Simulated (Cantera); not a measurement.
A Cantera script and its output.

```python
import numpy as np
import cantera as ct

surf = ct.Interface("ptcombust.yaml", "Pt_surf")
gas = surf.adjacent["gas"]
gas.TPX = 975, 37000, {'H2': 0.023, 'O2': 0.12, 'N2': 0.79, 'H2O': 0.092}
surf.TP = 975, 37000
reactor = ct.FlowReactor(gas, clone=False)
reactor.area = 0.0001  # m2
reactor.surface_area_to_volume_ratio = 150  # 1/m
reactor.mass_flow_rate = 3.8 * reactor.area * gas.density  # inlet velocity 3.8 m/s
reactor.energy_enabled = False
wall = ct.ReactorSurface(surf, reactor, clone=False)
net = ct.ReactorNet([reactor])
net.rtol, net.atol = 1e-8, 1e-16
show, cover = ['H2', 'O2', 'H2O'], ['PT(S)', 'H(S)', 'O(S)', 'OH(S)', 'CO(S)', 'C(S)']

rows = []
print(f"{'z/m':>9s}{'u/(m/s)':>9s}" + "".join(f"{s:>13s}" for s in show + cover))
for z in [8.4e-05, 0.00018, 0.00039, 0.00084, 0.0018, 0.0039, 0.0084]:
    net.advance(z)
    rows.append([reactor.speed, *gas[show].X, *surf[cover].coverages])
    print(f"{z:9.4g}{rows[-1][0]:9.3g}" + "".join(f"{x:13.4e}" for x in rows[-1][1:]))
```

Result:

```
      z/m  u/(m/s)           H2           O2          H2O        PT(S)         H(S)         O(S)        OH(S)        CO(S)         C(S)
  8.4e-05      3.8   2.1324e-02   1.1658e-01   9.0934e-02   4.0463e-01   1.7007e-06   5.9062e-01   4.7343e-03   1.1672e-28   5.5608e-31
  0.00018      3.8   2.0162e-02   1.1606e-01   9.2163e-02   3.8864e-01   1.5782e-06   6.0664e-01   4.7082e-03  -4.5897e-28  -4.0881e-30
  0.00039     3.79   1.7958e-02   1.1507e-01   9.4492e-02   3.5986e-01   1.3722e-06   6.3547e-01   4.6506e-03   4.7696e-27   2.6247e-29
  0.00084     3.78   1.4346e-02   1.1346e-01   9.8308e-02   3.1806e-01   1.1033e-06   6.7738e-01   4.5414e-03   6.0043e-27   3.7840e-29
   0.0018     3.78   9.4529e-03   1.1128e-01   1.0348e-01   2.7296e-01   8.4901e-07   7.2264e-01   4.3882e-03   6.4180e-27   3.9274e-29
   0.0039     3.77   4.2889e-03   1.0897e-01   1.0894e-01   2.3781e-01   6.7399e-07   7.5793e-01   4.2430e-03   6.3429e-27   3.9720e-29
   0.0084     3.76   9.2919e-04   1.0747e-01   1.1249e-01   2.2006e-01   5.9279e-07   7.7576e-01   4.1613e-03  -7.1205e-30  -5.5934e-32
```

Computed with Cantera and Deutschmann's 1995 Pt surface mechanism with GRI-Mech 3.0 gas chemistry. Catalytic surfaces can have several steady states; this one follows from the mechanism file's or the stated starting coverage. Mass transfer to the wall is taken as infinitely fast.
